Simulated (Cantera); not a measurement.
A closed system holds: 1 mol Fe₂O₃, 0.46 mol SO₃, 1.5 mol N₂, equilibrated at 1.00 bar.

Cantera equilibrium calculation (NASA polynomials, part measured and part estimated; ideal gas, pure solids and liquids). Candidate condensed phases: Fe, FeO, FeS, FeSO₄, FeS₂, Fe₂O₃, Fe₂(SO₄)₃, Fe₃O₄, S; 19 gas species. The numbers say what is thermodynamically allowed, not how fast it happens.

x: gas mole fraction; n: condensed amount in mol.

```json
[
 {"T (°C)": "327", "x N₂": "1.00", "x SO₂": "9.20e-8", "x O₂": "4.60e-8", "x SO₃": "9.57e-8", "x NO": "1.09e-11", "x NO₂": "<1e-12", "x O": "<1e-12", "n Fe₂O₃(s)": "0.847", "n Fe₂(SO₄)₃(s)": "0.153"},
 {"T (°C)": "427", "x N₂": "1.000", "x SO₂": "2.21e-5", "x O₂": "1.10e-5", "x SO₃": "2.10e-5", "x NO": "2.30e-9", "x NO₂": "1.80e-11", "x O": "<1e-12", "n Fe₂O₃(s)": "0.847", "n Fe₂(SO₄)₃(s)": "0.153"},
 {"T (°C)": "527", "x N₂": "0.997", "x SO₂": "0.00133", "x O₂": "0.000666", "x SO₃": "0.00118", "x NO": "1.27e-7", "x NO₂": "2.21e-9", "x O": "<1e-12", "n Fe₂O₃(s)": "0.848", "n Fe₂(SO₄)₃(s)": "0.152"},
 {"T (°C)": "627", "x N₂": "0.925", "x SO₂": "…", "x O₂": "…", "x SO₃": "…", "x NO": "…", "x NO₂": "…", "x O": "<1e-12", "n Fe₂O₃(s)": "0.879", "n Fe₂(SO₄)₃(s)": "…"},
 {"T (°C)": "727", "x N₂": "0.709", "x SO₂": "0.146", "x O₂": "0.0731", "x SO₃": "0.0714", "x NO": "1.75e-5", "x NO₂": "5.58e-7", "x O": "4.25e-11", "n Fe₂O₃(s)": "1.00", "n Fe₂(SO₄)₃(s)": "0"},
 {"T (°C)": "827", "x N₂": "0.696", "x SO₂": "0.180", "x O₂": "0.0900", "x SO₃": "0.0336", "x NO": "5.23e-5", "x NO₂": "9.82e-7", "x O": "7.48e-10", "n Fe₂O₃(s)": "1.00", "n Fe₂(SO₄)₃(s)": "0"},
 {"T (°C)": "927", "x N₂": "0.690", "x SO₂": "0.196", "x O₂": "0.0979", "x SO₃": "…", "x NO": "…", "x NO₂": "…", "x O": "…", "n Fe₂O₃(s)": "1.00", "n Fe₂(SO₄)₃(s)": "0"},
 {"T (°C)": "1027", "x N₂": "0.688", "x SO₂": "0.203", "x O₂": "0.101", "x SO₃": "0.00789", "x NO": "0.000257", "x NO₂": "1.94e-6", "x O": "5.63e-8", "n Fe₂O₃(s)": "1.00", "n Fe₂(SO₄)₃(s)": "0"}
]
```

Problem. What belongs in the gaps?

Solution. 
- 927, x SO₃: 0.0158
- 927, x NO: 0.000125
- 927, x NO₂: 1.45e-6
- 927, x O: 7.84e-9
- 627, x SO₂: 0.0320
- 627, x O₂: 0.0160
- 627, x SO₃: 0.0270
- 627, x NO: 2.76e-6
- 627, x NO₂: 8.91e-8
- 627, n Fe₂(SO₄)₃(s): 0.121
